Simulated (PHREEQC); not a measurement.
PHREEQC input (ion-association model, wateq4f.dat):

```
PHASES
  Fix_H+
    H+ = H+
    -log_k 0
SOLUTION 1
  temp 39
  units mol/kgw
  pH 7 charge
  Cl 0.003
  Na 0.003
END
SELECTED_OUTPUT 1
  -reset false
  -pH true
  -pe true
  -ionic_strength true
  -water true
  -totals Ca Cl F Na
  -molalities H+ Ca+2 Cl- F- Na+ CaOH+ O2 OH- CaF+ HF
    HF2- H2F2 NaF
  -equilibrium_phases Fluorite Portlandite
PRINT
  -reset false
USE solution 1
EQUILIBRIUM_PHASES 1
  Fix_H+ -4 HCl 10
    -force_equality true
  Fluorite 0 0.1
  Portlandite 0 0
  O2(g) -0.68 10
END
# ... the last block is repeated for the other 16 points of pH, with NaOH or the acid as the point needs
```

Selected output (columns that matter, 17 of 17 rows; pH added in front):

```
pH	mu	Ca	Cl	F	Na	m_H+	m_Ca+2	m_Cl-	m_F-	m_Na+	m_OH-	m_HF	Fluorite
4	0.0038986	0.00026496	0.0031876	0.00052992	0.003	0.00010655	0.0002639	0.0031876	0.00044697	0.0029993	2.8775e-10	8.0897e-05	0.099735
4.38	0.0037871	0.00024848	0.0030792	0.00049697	0.003	4.4382e-05	0.00024745	0.0030792	0.00046034	0.0029993	6.8962e-10	3.4766e-05	0.099752
4.75	0.0037409	0.00024158	0.003034	0.00048316	0.003	1.8926e-05	0.00024056	0.003034	0.00046635	0.0029993	1.616e-09	1.503e-05	0.099758
5.12	0.0037212	0.00023861	0.0030145	0.00047722	0.003	8.0725e-06	0.00023759	0.0030145	0.00046902	0.0029993	3.7876e-09	6.4495e-06	0.099761
5.5	0.0037126	0.00023731	0.0030061	0.00047463	0.003	3.365e-06	0.0002363	0.0030061	0.0004702	0.0029993	9.0852e-09	2.6956e-06	0.099763
5.88	0.003709	0.00023677	0.0030025	0.00047355	0.003	1.4027e-06	0.00023576	0.0030025	0.0004707	0.0029993	2.1793e-08	1.1249e-06	0.099763
6.25	0.0037075	0.00023655	0.003001	0.0004731	0.003	5.9836e-07	0.00023554	0.003001	0.0004709	0.0029993	5.1088e-08	4.8008e-07	0.099763
6.62	0.0037069	0.00023646	0.0030003	0.00047291	0.003	2.5525e-07	0.00023545	0.0030003	0.00047099	0.0029993	1.1976e-07	2.0483e-07	0.099764
7	0.0037067	0.00023642	0.003	0.00047283	0.0030001	1.064e-07	0.00023541	0.003	0.00047103	0.0029994	2.8729e-07	8.5395e-08	0.099764
7.38	0.0037071	0.0002364	0.003	0.0004728	0.0030006	4.4357e-08	0.00023539	0.003	0.00047105	0.0029999	6.8915e-07	3.56e-08	0.099764
7.75	0.0037081	0.0002364	0.003	0.0004728	0.0030016	1.8922e-08	0.00023539	0.003	0.00047106	0.0030009	1.6155e-06	1.5187e-08	0.099764
8.12	0.0037103	0.00023641	0.003	0.00047281	0.0030038	8.0718e-09	0.00023539	0.003	0.00047109	0.0030031	3.7873e-06	6.4785e-09	0.099764
8.5	0.0037156	0.00023643	0.003	0.00047286	0.0030091	3.365e-09	0.00023541	0.003	0.00047113	0.0030084	9.0855e-06	2.7008e-09	0.099764
8.88	0.0037285	0.00023648	0.003	0.00047297	0.0030218	1.4029e-09	0.00023545	0.003	0.00047124	0.0030211	2.1797e-05	1.126e-09	0.099764
9.25	0.0037581	0.00023661	0.003	0.00047322	0.0030512	5.9858e-10	0.00023554	0.003	0.00047149	0.0030504	5.111e-05	4.8046e-10	0.099763
9.62	0.0038277	0.00023691	0.003	0.00047382	0.00312	2.5546e-10	0.00023577	0.003	0.00047207	0.0031193	0.00011988	2.0508e-10	0.099763
10	0.0039977	0.00023763	0.003	0.00047525	0.0032883	1.0662e-10	0.0002363	0.003	0.00047347	0.0032875	0.00028799	8.562e-11	0.099762
```

Away from 25 °C the constants follow the database's enthalpies or fits; those with neither stay at their 25 °C values.
